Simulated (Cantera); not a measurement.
A perfectly stirred reactor is fed with 0.622 % CH4, 2.14 % O2, 97.2 % N2, equivalence ratio 0.58, at 101000 Pa; it is held at 1298 K, and followed from long to short residence time.

Detailed kinetics in Cantera: GRI-Mech 3.0 (53 species, 325 reactions).

Predict: x(CH4) at τ = 2.10 s; x(O2) at τ = 2.10 s; x(CO2) at τ = 2.10 s; x(HO2) at τ = 2.10 s; x(H2O) at τ = 2.10 s; x(CH4) at τ = 60.0 ms; x(O2) at τ = 60.0 ms; x(CO2) at τ = 60.0 ms; x(HO2) at τ = 60.0 ms; x(H2O) at τ = 60.0 ms.


| Property | Result |
|---|---|
| x(CH4) at τ = 2.10 s | 3.73e-6 |
| x(O2) at τ = 2.10 s | 0.00896 |
| x(CO2) at τ = 2.10 s | 0.00618 |
| x(HO2) at τ = 2.10 s | 3.76e-7 |
| x(H2O) at τ = 2.10 s | 0.0124 |
| x(CH4) at τ = 60.0 ms | 3.44e-5 |
| x(O2) at τ = 60.0 ms | 0.00921 |
| x(CO2) at τ = 60.0 ms | 0.00578 |
| x(HO2) at τ = 60.0 ms | 1.95e-6 |
| x(H2O) at τ = 60.0 ms | 0.0123 |
